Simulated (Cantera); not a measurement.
**Hydrocarbon pyrolysis for carbon deposition**

An isothermal, constant-pressure homogeneous reactor starts with 57.1 % C3H8, 42.9 % H2, at 1975 K and 0.0133 bar.

Cantera simulation using GRI-Mech 3.0 (53 species, 325 reactions); the numbers are that mechanism's predictions, not measurements. GRI-Mech 3.0 was tuned for natural gas; its chemistry of propane as a main component is partial and can be far from experiment. GRI-Mech 3.0 stops at C3 and has no aromatics, soot or wall deposition, so with more carbon than oxygen in the feed, carbon stays in small species such as C2H2 where larger ones or solid carbon would form. Radical loss at walls, strong at low pressure, is not modelled.

```json
[
 {"t (s)": "0.000100", "x C3H8": "0.00796", "x H2": "0.349", "x CH2": "0.000354", "x C2H": "3.15e-5", "x C2H4": "0.197", "x H": "0.0109", "x CH3": "0.163"},
 {"t (s)": "0.000203", "x C3H8": "3.04e-5", "x H2": "0.441", "x CH2": "0.000178", "x C2H": "6.08e-5", "x C2H4": "0.112", "x H": "0.00918", "x CH3": "0.0741"},
 {"t (s)": "0.000412", "x C3H8": "1.59e-6", "x H2": "0.503", "x CH2": "8.78e-5", "x C2H": "4.72e-5", "x C2H4": "0.0526", "x H": "0.00592", "x CH3": "0.0360"},
 {"t (s)": "0.000835", "x C3H8": "4.31e-7", "x H2": "0.542", "x CH2": "5.03e-5", "x C2H": "3.56e-5", "x C2H4": "0.0214", "x H": "0.00423", "x CH3": "0.0209"},
 {"t (s)": "0.00169", "x C3H8": "1.55e-7", "x H2": "0.569", "x CH2": "3.39e-5", "x C2H": "2.95e-5", "x C2H4": "0.00770", "x H": "0.00348", "x CH3": "0.0140"},
 {"t (s)": "0.00344", "x C3H8": "6.30e-8", "x H2": "0.594", "x CH2": "2.60e-5", "x C2H": "2.73e-5", "x C2H4": "0.00329", "x H": "0.00324", "x CH3": "0.0102"},
 {"t (s)": "0.00697", "x C3H8": "2.30e-8", "x H2": "0.618", "x CH2": "2.12e-5", "x C2H": "2.73e-5", "x C2H4": "0.00162", "x H": "0.00330", "x CH3": "0.00730"},
 {"t (s)": "0.0141", "x C3H8": "6.25e-9", "x H2": "0.641", "x CH2": "1.75e-5", "x C2H": "2.93e-5", "x C2H4": "0.000687", "x H": "0.00360", "x CH3": "0.00485"},
 {"t (s)": "0.0287", "x C3H8": "1.08e-9", "x H2": "0.660", "x CH2": "1.40e-5", "x C2H": "3.35e-5", "x C2H4": "0.000237", "x H": "0.00417", "x CH3": "0.00284"},
 {"t (s)": "0.0582", "x C3H8": "1.03e-10", "x H2": "0.671", "x CH2": "1.05e-5", "x C2H": "4.18e-5", "x C2H4": "7.47e-5", "x H": "0.00524", "x CH3": "0.00141"},
 {"t (s)": "0.118", "x C3H8": "4.31e-12", "x H2": "0.676", "x CH2": "6.65e-6", "x C2H": "5.69e-5", "x C2H4": "3.17e-5", "x H": "0.00715", "x CH3": "0.000563"},
 {"t (s)": "0.240", "x C3H8": "<1e-12", "x H2": "0.676", "x CH2": "2.95e-6", "x C2H": "7.29e-5", "x C2H4": "2.32e-5", "x H": "0.00915", "x CH3": "0.000179"},
 {"t (s)": "0.486", "x C3H8": "<1e-12", "x H2": "0.676", "x CH2": "1.13e-6", "x C2H": "7.77e-5", "x C2H4": "2.20e-5", "x H": "0.00976", "x CH3": "6.24e-5"},
 {"t (s)": "0.986", "x C3H8": "<1e-12", "x H2": "0.676", "x CH2": "5.56e-7", "x C2H": "7.81e-5", "x C2H4": "2.18e-5", "x H": "0.00981", "x CH3": "3.02e-5"},
 {"t (s)": "2.00", "x C3H8": "<1e-12", "x H2": "0.676", "x CH2": "4.07e-7", "x C2H": "7.82e-5", "x C2H4": "2.18e-5", "x H": "0.00981", "x CH3": "2.20e-5"}
]
```
x: mole fraction; the columns are a selection and need not sum to one.

Equilibrium at this temperature and pressure: C3H8 <1e-12, H2 0.676, CH2 3.91e-7, C2H 7.82e-5, C2H4 2.18e-5, H 0.00981, CH3 2.11e-5 (gas phase only).
